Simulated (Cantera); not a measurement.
Feed: 1 mol c-C4F8, 1.6 mol CH4, equilibrated at 2377 °C and 23.0 Pa.

Equilibrium computed with Cantera from the NASA thermochemical tables; the gas is ideal and each condensed phase is pure. Candidate condensed phases: C, C6H6, C7H8, C8H18; 95 gas species. The feed counts by its element totals alone. Kinetics and transport are ignored.

Base state: HF 0.641, F 0.243, H 0.0759, C3 0.0195, CF 0.0123, C 0.00506, C2 0.00184, H2 0.000604 (mole fractions); condensed: C(graphite).

Problem. What changes in the equilibrium state with this change: c-C4F8 replaced by CH3Cl?

Solution. 
```csv
species,before,after
H,0.0759,0.802
Cl,0,0.0904
H2,0.000604,0.0673
HF,0.641,0
F,0.243,0
CF,0.0123,0
HCl,0,0.0109
C3,0.0195,0.0195
CF2,0.000574,0
C4H2,9.65e-8,1.08e-5
C2H2 (acetylene),1.18e-5,0.00132
"C(graphite), mol",4.88,1.87
```

Problem. What changes in the equilibrium state with this change: CH4 from 1.6 to 0.35 mol?

Solution. 
```json
[
 {"species": "F", "before": "0.243", "after": "0.759"},
 {"species": "HF", "before": "0.641", "after": "0.164"},
 {"species": "CF", "before": "0.0123", "after": "0.0383"},
 {"species": "H", "before": "0.0759", "after": "0.00623"},
 {"species": "C3", "before": "0.0195", "after": "0.0195"},
 {"species": "C2H2 (acetylene)", "before": "1.18e-5", "after": "7.98e-8"},
 {"species": "H2", "before": "0.000604", "after": "4.06e-6"},
 {"species": "C(graphite), mol", "before": "4.88", "after": "3.43"}
]
```
